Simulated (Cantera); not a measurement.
A Cantera script and what it prints.

```python
import numpy as np
import cantera as ct

gas_names = """
    CL CL2 H HCL H2 N NH NH2 NH3 N2 N2H2 N2H4 Si SiCL SiCL2 SiCL3 SiCL4 SiH SiHCL3 SiH2 SiH2CL2 SiH3
    SiH3CL SiH4 SiN Si2 Si2N Si3
""".split()
cond_names = """
    NH4CL(a) NH4CL(b) Si(cr) Si(L) Si3N4(a)
""".split()


# ... load() reads the species with a 1 bar reference pressure and builds the phases ...
atoms = {
    'Si2Cl6': {'Si': 2, 'CL': 6},
    'N2': {'N': 2},
    'H2': {'H': 2},
}
top_T = {'Si3N4(a)': 2400}  # K; cautious upper limits of use, not melting points


# ... equilibrate(T, P, feed) seeds the gas with the atoms and calls Mixture.equilibrate('TP', solver="vcs", rtol=1e-11, max_steps=5000) ...
results = []
feed = {'Si2Cl6': 1, 'N2': 23, 'H2': 0.32}  # mol
P = 8.2  # Pa
for T in [925, 975, 1025, 1075, 1125, 1175, 1225, 1275]:
    mix = equilibrate(T, P, feed)
    results.append((T, P, feed, dict(zip(mix.species_names, mix.species_moles))))
    x = sorted(zip(gas.X, gas.species_names), reverse=True)
    print(f"T = {T:g} K  P = {P:g} Pa  gas = {mix.phase_moles(0):.4g} mol")
    print("   x: " + "  ".join(f"{s} {v:.3e}" for v, s in x if v > 0.0001))
    print("   condensed (mol): " + ("  ".join(f"{mix.phase(i).name} {mix.phase_moles(i):.4g}"
          for i in range(1, mix.n_phases) if mix.phase_moles(i) > 1e-12) or "none"))
```

It prints:

```
T = 925 K  P = 8.2 Pa  gas = 24.54 mol
   x: N2 9.195e-01  SiCL4 5.471e-02  HCL 2.532e-02  H2 3.795e-04  SiCL3 1.035e-04
   condensed (mol): Si3N4(a) 0.2182
T = 975 K  P = 8.2 Pa  gas = 24.54 mol
   x: N2 9.194e-01  SiCL4 5.451e-02  HCL 2.539e-02  H2 3.417e-04  SiCL3 3.134e-04
   condensed (mol): Si3N4(a) 0.2177
T = 1025 K  P = 8.2 Pa  gas = 24.55 mol
   x: N2 9.192e-01  SiCL4 5.396e-02  HCL 2.544e-02  SiCL3 8.463e-04  H2 3.119e-04  SiCL2 2.771e-04
   condensed (mol): Si3N4(a) 0.2158
T = 1075 K  P = 8.2 Pa  gas = 24.59 mol
   x: N2 9.185e-01  SiCL4 5.247e-02  HCL 2.545e-02  SiCL3 2.052e-03  SiCL2 1.270e-03  H2 2.894e-04
   condensed (mol): Si3N4(a) 0.2094
T = 1125 K  P = 8.2 Pa  gas = 24.69 mol
   x: N2 9.164e-01  SiCL4 4.863e-02  HCL 2.536e-02  SiCL2 4.945e-03  SiCL3 4.420e-03  H2 2.757e-04
   condensed (mol): Si3N4(a) 0.1894
T = 1175 K  P = 8.2 Pa  gas = 24.96 mol
   x: N2 9.108e-01  SiCL4 3.975e-02  HCL 2.508e-02  SiCL2 1.603e-02  SiCL3 8.076e-03  H2 2.776e-04
   condensed (mol): Si3N4(a) 0.1354
T = 1225 K  P = 8.2 Pa  gas = 25.52 mol
   x: N2 8.996e-01  SiCL2 4.037e-02  HCL 2.444e-02  SiCL4 2.415e-02  SiCL3 1.110e-02  H2 3.176e-04
   condensed (mol): Si3N4(a) 0.02341
T = 1275 K  P = 8.2 Pa  gas = 25.64 mol
   x: N2 8.970e-01  SiCL2 4.542e-02  HCL 2.468e-02  SiCL4 2.059e-02  SiCL3 1.199e-02  CL 1.456e-04  H2 1.373e-04
   condensed (mol): none
```

Cantera equilibrium calculation (NASA polynomials, part measured and part estimated; ideal gas, pure solids and liquids). The feed counts by its element totals alone. N2 is the only nitrogen source here; it is nearly inert below about 1500 K, so the nitride shown seldom forms there in practice. The tables' values for SiCl3 are old estimates; treat these amounts as uncertain.
